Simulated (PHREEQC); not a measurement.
PHREEQC input (ion-association model, wateq4f.dat):

```
SOLUTION_MASTER_SPECIES
  An  An-  0  An  62.0  # stands for a non-complexing anion
SOLUTION_SPECIES
  An- = An-
    -log_k 0
    -gamma 3.0 0
PHASES
  Fix_H+
    H+ = H+
    -log_k 0
SOLUTION 1
  temp 25
  units mmol/kgw
  pH 7 charge
  Se(4) 0.033
  Na 1.066
  An 1
END
SELECTED_OUTPUT 1
  -reset false
  -pH true
  -pe true
  -ionic_strength true
  -water true
  -totals Na Se Se(-2) Se(4) Se(6)
  -molalities Hfo_wOH Hfo_wOH2+ Hfo_wO- Hfo_sOH Hfo_sOH2+ Hfo_sO- Hfo_wSeO3- Hfo_wOHSeO3-2
USER_PUNCH 1
  -headings sigma psi
  10 PUNCH EDL("sigma", "Hfo"), EDL("psi", "Hfo")
PRINT
  -reset false
USE solution 1
SURFACE 1
  Hfo_wOH 0.00674157 600 3
  Hfo_sOH 0.000168539
EQUILIBRIUM_PHASES 1
  Fix_H+ -4 HAn 10
    -force_equality true
END
# ... the last block is repeated for the other 12 points of pH, with NaOH or the acid as the point needs
```

Selected output (columns that matter, 13 of 13 rows; pH added in front):

```
pH	mu	Na	Se	m_Hfo_wOH	m_Hfo_wOH2+	m_Hfo_wO-	m_Hfo_sOH	m_Hfo_sOH2+	m_Hfo_sO-	m_Hfo_wSeO3-	m_Hfo_wOHSeO3-2	sigma	psi
4	0.0025636	0.001066	1.4287e-10	0.0037249	0.002873	0.00011063	9.358e-05	7.2179e-05	2.7794e-06	1.8714e-05	1.4286e-05	0.14927	0.20129
4.5	0.0019984	0.001066	1.6461e-10	0.0044554	0.002029	0.00022413	0.00011193	5.0975e-05	5.6307e-06	1.4392e-05	1.8608e-05	0.09642	0.18525
5	0.0016312	0.001066	2.511e-10	0.004852	0.0014962	0.00036046	0.0001219	3.7588e-05	9.0558e-06	1.1342e-05	2.1658e-05	0.059481	0.16569
5.5	0.0013989	0.001066	4.8431e-10	0.0050327	0.001187	0.00048882	0.00012644	2.9822e-05	1.228e-05	9.438e-06	2.3561e-05	0.035338	0.143
6	0.0012572	0.001066	1.1228e-09	0.0051052	0.0010153	0.00058809	0.00012826	2.5507e-05	1.4775e-05	8.3313e-06	2.4668e-05	0.020384	0.11781
6.5	0.001173	0.001066	2.963e-09	0.0051325	0.00092054	0.00065556	0.00012894	2.3127e-05	1.647e-05	7.7042e-06	2.5293e-05	0.011437	0.090881
7	0.0011231	0.001066	8.5721e-09	0.0051427	0.00086709	0.00069876	0.0001292	2.1784e-05	1.7555e-05	7.344e-06	2.5647e-05	0.006107	0.062891
7.5	0.001092	0.001066	2.7122e-08	0.0051468	0.00083491	0.00072685	0.0001293	2.0975e-05	1.826e-05	7.1218e-06	2.5851e-05	0.002785	0.034305
8	0.0010698	0.001066	9.9049e-08	0.0051487	0.00081237	0.00074756	0.00012935	2.0409e-05	1.8781e-05	6.953e-06	2.5948e-05	0.00040696	0.0054391
8.5	0.0010495	0.001066	4.6199e-07	0.0051499	0.00079167	0.00076746	0.00012937	1.9888e-05	1.9279e-05	6.7361e-06	2.5802e-05	-0.001797	-0.02347
9	0.0010601	0.0011006	2.7326e-06	0.0051516	0.00076477	0.00079496	0.00012937	1.9205e-05	1.9964e-05	6.0945e-06	2.4173e-05	-0.0045778	-0.052151
9.5	0.0011554	0.0012276	1.3431e-05	0.0051558	0.00071794	0.00084822	0.00012927	1.8001e-05	2.1267e-05	3.7427e-06	1.5826e-05	-0.0090561	-0.080085
10	0.0013445	0.0014756	2.7841e-05	0.0051492	0.0006439	0.0009433	0.00012883	1.611e-05	2.3601e-05	9.0373e-07	4.2554e-06	-0.016956	-0.1069
```

The database's selenite sorption wasn't checked against measurements; a fall in acid may be a fault of its surface constants.
